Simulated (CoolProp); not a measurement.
50 sccm (0 °C, 1 atm) of nitrogen bubbles through liquid hexamethyldisiloxane (MM) at 297 K and leaves saturated at a total pressure of 0.0685 MPa (ideal gas phase). Each further row changes one setting.

The numbers come from the reference Helmholtz-energy equation of state, Thol 2016 in CoolProp.

| case | vapour pressure (kPa) | mole fraction of vapour | delivery (mg/min) | delivery (sccm) | change of delivery for a bath 1 K warmer (%) |
|---|---|---|---|---|---|
| as stated | 5.26 | 0.0768 | … | … | … |
| bath temperature 302 K | 6.76 | 0.0986 | 39.6 | 5.47 | 5.6 |
| total pressure 0.137 MPa | 5.26 | 0.0384 | … | … | 5.5 |

Task: Complete the blanks.

Result: 
- as stated, delivery (mg/min): 30.1
- as stated, delivery (sccm): 4.16
- as stated, change of delivery for a bath 1 K warmer (%): 5.7
- total pressure 0.137 MPa, delivery (mg/min): 14.5
- total pressure 0.137 MPa, delivery (sccm): 2.00
